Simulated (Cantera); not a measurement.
A closed system holds: 1 mol Al, 0.44 mol I2, 7.1 mol H2, held at 1373.15 K and 0.830 bar.

These are equilibrium values from Cantera (NASA tables, ideal gas, pure condensed phases), not measurements of a reactor. Candidate condensed phases: Al, AlI3, I2; 11 gas species. Kinetics and transport are ignored.

Base state: H2 0.891, AlI 0.107, AlI3 0.000993, HI 0.000770, I 0.000144 (mole fractions); condensed: Al(l).

What changes in the equilibrium state with this change: temperature from 1373.15 K to 1025 K?


```
species       before     after
----------  --------  --------
H2             0.891     0.953
AlI3        0.000993    0.0357
AlI            0.107    0.0108
I           0.000144   2.40e-6
HI          0.000770  0.000162
Al(l), mol     0.143     0.653
```
